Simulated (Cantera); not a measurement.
A Cantera script and its output.

```python
import numpy as np
import cantera as ct

surf = ct.Interface("diamond.yaml", "diamond_100")
gas, bulk = surf.adjacent["gas"], surf.adjacent["diamond"]
k = surf.kinetics_species_index(bulk.species_names[0])
cover = ["c6HH", "c6H*", "c6*H", "c6**", "c6HM", "c6B"]

rows, drift = [], 0.0
print(f"{'xCH3':>10s}{'um/h':>11s}" + "".join(f"{s:>11s}" for s in cover))
for v in [1e-06, 2.7e-06, 7.4e-06, 2e-05, 5.5e-05, 0.00015, 0.00041, 0.0011, 0.003]:
    T, P, xH, xCH3 = 1150, 14000, 0.013, v
    gas.TPX = T, P, {"H": xH, "CH3": xCH3, "CH4": 0.0065, "H2": 1 - xH - xCH3 - 0.0065}
    surf.TP = bulk.TP = T, P
    surf.coverages = "c6H*:0.1, c6HH:0.9"
    surf.advance_coverages(100.0)
    before = surf.coverages
    surf.advance_coverages(100.0)
    drift = max(drift, np.max(np.abs(surf.coverages - before) / (surf.coverages + 1e-9)))
    rate = surf.net_production_rates[k] * bulk.mean_molecular_weight / bulk.density * 3.6e9
    rows.append([rate, *surf[cover].coverages])
    print(f"{v:10.4g}{rate:11.4e}" + "".join(f"{x:11.3e}" for x in rows[-1][1:]))
```

Output:

```
      xCH3       um/h       c6HH       c6H*       c6*H       c6**       c6HM        c6B
     1e-06 1.1619e-01  4.736e-01  3.349e-02  4.687e-01  2.413e-02  2.076e-05  3.153e-10
   2.7e-06 3.1369e-01  4.736e-01  3.348e-02  4.687e-01  2.412e-02  5.606e-05  8.512e-10
   7.4e-06 8.5957e-01  4.735e-01  3.348e-02  4.686e-01  2.412e-02  1.536e-04  2.333e-09
     2e-05 2.3219e+00  4.733e-01  3.346e-02  4.684e-01  2.410e-02  4.150e-04  6.301e-09
   5.5e-05 6.3758e+00  4.728e-01  3.342e-02  4.679e-01  2.406e-02  1.139e-03  1.730e-08
   0.00015 1.7319e+01  4.714e-01  3.331e-02  4.663e-01  2.394e-02  3.095e-03  4.700e-08
   0.00041 4.6824e+01  4.677e-01  3.302e-02  4.622e-01  2.361e-02  8.371e-03  1.271e-07
    0.0011 1.2211e+02  4.581e-01  3.227e-02  4.517e-01  2.278e-02  2.184e-02  3.314e-07
     0.003 3.0929e+02  4.341e-01  3.040e-02  4.256e-01  2.073e-02  5.539e-02  8.393e-07
```

Model: the Harris–Goodwin 1993 mechanism for the reconstructed diamond (100) surface, integrated in Cantera.
